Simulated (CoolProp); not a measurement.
The fluid at 296.58 K and 0.454 MPa is compressed adiabatically to 1.58 MPa with isentropic efficiency 0.75. The same conditions are run with several fluids, on thermodynamics alone (safety and materials aside).

Model: reference Helmholtz-energy equation of state of each fluid (C3F8 (R218): Lemmon 2006; carbonyl sulfide: Lemmon 2006; R22: Kamei 1995; fluoroethane (R161): Wu 2012; propane: Lemmon 2009), in CoolProp.

Task: Rank C3F8 (R218), carbonyl sulfide, R22, fluoroethane (R161), propane by work (kJ/kg), highest first.

Result: propane (88.4), fluoroethane (R161) (83.8), carbonyl sulfide (72.4), R22 (47.3), C3F8 (R218) (18.4)

```tsv
fluid	final temperature (K)	final density (kg/m³)
C3F8 (R218)	333.0	153
carbonyl sulfide	403.9	30.4
R22	375.2	49.3
fluoroethane (R161)	369.9	28.3
propane	357.6	27.9
```
